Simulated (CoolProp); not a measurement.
Vapour-liquid equilibrium of cyclopentane (1) + octamethylcyclotetrasiloxane (D4) (2) at 1.81 bar; x and y are mole fractions of (1).

Values from CoolProp's multi-fluid Helmholtz-energy mixture model, Gedanitz 2015 and Thol 2015; pair parameters Bell 2016.

Problem. Give the bubble temperature and the first vapour's composition at x = 0.2, 0.35, 0.95. Is there an azeotrope?

Solution. x = 0.2: 148.7 °C, y = 0.769; x = 0.35: 121.1 °C, y = 0.923; x = 0.95: 70.1 °C, y = 1.000. No azeotrope shows between x = 0.05 and 0.95.

Pair parameters are fitted to limited data, so mixtures are less certain than the pure fluids. With so large a gap from Raoult's law the liquid may split in two, which this calculation doesn't test in full.
